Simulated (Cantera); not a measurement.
Low-pressure radical oxidation in H2/O2

An isothermal, constant-pressure homogeneous reactor starts with H2 : O2 : N2 = 0.062 : 0.12 : 2.4 (molar parts), equivalence ratio 0.26, at 1400 K and 20.0 Torr.

Cantera simulation using the H2/O2 subset of GRI-Mech 3.0, which has no nitrogen chemistry; the numbers are that mechanism's predictions, not measurements. Radical loss at walls, strong at low pressure, is not modelled.

```tsv
t (s)	x H2	x O2	x H2O	x H	x OH	x H2O2	x O
3.00e-6	0.0240	0.0465	<1e-12	1.55e-10	1.11e-12	<1e-12	1.11e-12
1.30e-5	0.0240	0.0465	1.70e-12	6.59e-10	1.97e-11	<1e-12	2.01e-11
5.62e-5	0.0240	0.0465	1.17e-10	2.73e-9	3.01e-10	1.41e-12	3.28e-10
0.000243	0.0240	0.0465	6.56e-9	1.46e-8	3.81e-9	2.36e-11	4.71e-9
0.00105	0.0240	0.0465	9.74e-7	7.26e-7	2.33e-7	2.90e-10	3.02e-7
0.00456	0.00213	0.0338	0.0165	0.00910	0.00175	2.17e-8	0.00713
0.0197	0.00173	0.0335	0.0175	0.00806	0.00163	2.03e-8	0.00691
0.0854	0.00135	0.0338	0.0196	0.00497	0.00144	2.08e-8	0.00484
0.370	0.000458	0.0343	0.0230	0.000845	0.000847	1.57e-8	0.00143
1.60	3.58e-5	0.0348	0.0241	1.77e-5	0.000238	3.66e-9	0.000108
6.93	2.79e-6	0.0349	0.0243	3.83e-7	6.66e-5	4.88e-10	8.36e-6
30.0	5.08e-7	0.0349	0.0243	2.99e-8	2.85e-5	1.10e-10	1.53e-6
```
x: mole fraction; the columns are a selection and need not sum to one.

Equilibrium at this temperature and pressure: H2 3.62e-7, O2 0.0349, H2O 0.0243, H 1.81e-8, OH 2.40e-5, H2O2 8.28e-11, O 1.09e-6 (gas phase only).
